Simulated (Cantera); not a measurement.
Input: 1 mol Fe2O3, a varied amount of CH4, 0.036 mol CO, held at 1227 °C and 0.000690 bar.

Cantera equilibrium calculation (NASA polynomials, part measured and part estimated; ideal gas, pure solids and liquids). Candidate condensed phases: C, C6H6, C7H8, C8H18, Fe, Fe(CO)5, FeO, Fe(OH)2, Fe(OH)3, Fe2O3, Fe3O4, H2O; 114 gas species. The tables' stoichiometric FeO is somewhat more stable than real wüstite, so its field is too wide. FeO: taken at fixed stoichiometry. Rates play no part.

Problem. At 0.5 mol CH4, list the 6 most abundant gas species with their mole fractions, and the condensed phases.

Solution. H2 0.395, CO 0.279, H2O 0.256, CO2 0.0698, H 0.000421, Fe 0.000141. Condensed: FeO(s).
